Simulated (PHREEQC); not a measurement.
# Acid mine or pickling water

Synthetic water in mg/L, 25 °C, pH 2, pe 12.4:

```json
[
 {"constituent": "Na", "mg/L": "259"},
 {"constituent": "K", "mg/L": "123"},
 {"constituent": "Ca", "mg/L": "265"},
 {"constituent": "Mg", "mg/L": "136"},
 {"constituent": "Cl", "mg/L": "490"},
 {"constituent": "S(6) as SO4", "mg/L": "2140"},
 {"constituent": "N(5) as NO3", "mg/L": "1.25"}
]
```

Na is adjusted to close the charge balance.
Valence states are taken as typed.

The numbers come from PHREEQC with the ion-association model, wateq4f.dat.

Each row changes one thing in this solution. Precipitation was switched off in this run.

```csv
case,ionic strength (mol/kgw),SO4-2 (mol/kgw),HSO4- (mol/kgw),Mg+2 (mol/kgw),CaSO4 (mol/kgw),MgSO4 (mol/kgw),SI of Gypsum (CaSO4:2H2O),SI of Halite (NaCl)
as made,0.0639,0.0118,0.00610,0.00366,0.00198,0.00195,-0.42,-5.53
Cl from 490 to 245 mg/L,?,?,0.00620,?,0.00207,0.00203,-0.40,?
temperature from 25 to 90 °C at the same typed pH,0.0496,0.00477,?,0.00312,0.00136,0.00249,-0.59,-6.03
```

**Question.** Fill in the missing entries.

**Answer.** 
- Cl from 490 to 245 mg/L, ionic strength (mol/kgw): 0.0563
- Cl from 490 to 245 mg/L, SO4-2 (mol/kgw): 0.0116
- Cl from 490 to 245 mg/L, Mg+2 (mol/kgw): 0.00359
- Cl from 490 to 245 mg/L, SI of Halite (NaCl): -6.17
- temperature from 25 to 90 °C at the same typed pH, HSO4- (mol/kgw): 0.0132

Constants without temperature data keep their 25 °C values here.
